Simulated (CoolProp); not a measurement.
Vapour-liquid equilibrium of CH2F2 (R32) (1) + R134a (2) at 0.108 MPa; x and y are mole fractions of (1).

Model: multi-fluid Helmholtz-energy mixture model, Tillner-Roth 1997 and Tillner-Roth 1994; pair parameters Lemmon 2004, in CoolProp.

Question: Give the bubble temperature and the first vapour's composition at x = 0.05, 0.35, 0.8. Is there an azeotrope?

Answer: x = 0.05: 246.1 K, y = 0.143; x = 0.35: 235.6 K, y = 0.638; x = 0.8: 225.9 K, y = 0.930. No azeotrope shows between x = 0.05 and 0.95.

Pair parameters are fitted to limited data, so mixtures are less certain than the pure fluids.
